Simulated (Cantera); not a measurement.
Input (Python, Cantera):

```python
import numpy as np
import cantera as ct

gas = ct.Solution("h2o2.yaml")
gas.TPX = 1200, 2500, {'H2': 0.012, 'O2': 1}
reactor = ct.IdealGasConstPressureReactor(gas, energy="off", clone=False)
net = ct.ReactorNet([reactor])
net.rtol, net.atol = 1e-08, 1e-18
show = ['H2', 'O2', 'OH', 'O', 'H2O', 'HO2']
times = np.geomspace(0.0002, 90, 10)

steps = ct.SolutionArray(gas, extra=["t"])
rows = []
print(f"{'t/s':>10s}{'T/K':>9s}{'P/Pa':>11s}" + "".join(f"{s:>11s}" for s in show))
for t in times:
    while net.time < t:
        t_next = net.step()
        steps.append(gas.state, t=t_next)
    rows.append([np.interp(t, steps.t, y) for y in (steps.T, steps.P, *steps(*show).X.T)])
    print(f"{t:10.3e}{rows[-1][0]:9.1f}{rows[-1][1]:11.4g}" + "".join(f"{x:11.3e}" for x in rows[-1][2:]))
rate = np.gradient(steps.T, steps.t)
print("integrator steps:", len(steps.t))
if steps.T.max() > steps.T[0] + 200:
    print(f"time of steepest temperature rise: {steps.t[rate.argmax()]:.4e} s")
gas.TPX = 1200, 2500, {'H2': 0.012, 'O2': 1}
gas.equilibrate("TP")
print(f"equilibrium (TP): T = {gas.T:.1f} K  " + "  ".join(f"{s} {gas[s].X[0]:.3e}" for s in show))
```

Result:

```
       t/s      T/K       P/Pa         H2         O2         OH          O        H2O        HO2
 2.000e-04   1200.0       2500  1.186e-02  9.881e-01  4.243e-09  5.212e-09  2.365e-09  4.061e-09
 8.495e-04   1200.0       2500  1.186e-02  9.881e-01  1.062e-07  1.519e-07  1.562e-07  1.804e-08
 3.608e-03   1200.0       2500  5.363e-03  9.825e-01  1.943e-03  4.329e-03  5.162e-03  3.111e-06
 1.533e-02   1200.0       2500  4.834e-05  9.798e-01  8.208e-04  7.679e-03  1.121e-02  1.777e-06
 6.510e-02   1200.0       2500  2.071e-05  9.845e-01  5.388e-04  3.234e-03  1.156e-02  1.190e-06
 2.765e-01   1200.0       2500  3.264e-06  9.875e-01  2.157e-04  5.087e-04  1.181e-02  4.243e-07
 1.174e+00   1200.0       2500  2.885e-07  9.880e-01  6.495e-05  4.556e-05  1.190e-02  7.755e-08
 4.989e+00   1200.0       2500  2.866e-08  9.881e-01  2.067e-05  4.591e-06  1.192e-02  1.185e-08
 2.119e+01   1200.0       2500  4.128e-09  9.881e-01  7.895e-06  6.694e-07  1.192e-02  4.493e-09
 9.000e+01   1200.0       2500  1.132e-09  9.881e-01  4.147e-06  1.848e-07  1.193e-02  5.575e-09
integrator steps: 1974
equilibrium (TP): T = 1200.0 K  H2 9.706e-10  O2 9.881e-01  OH 3.841e-06  O 1.586e-07  H2O 1.193e-02  HO2 5.883e-09
```

Cantera simulation using the H2/O2 subset of GRI-Mech 3.0, which has no nitrogen chemistry; the numbers are that mechanism's predictions, not measurements. Radical loss at walls, strong at low pressure, is not modelled.
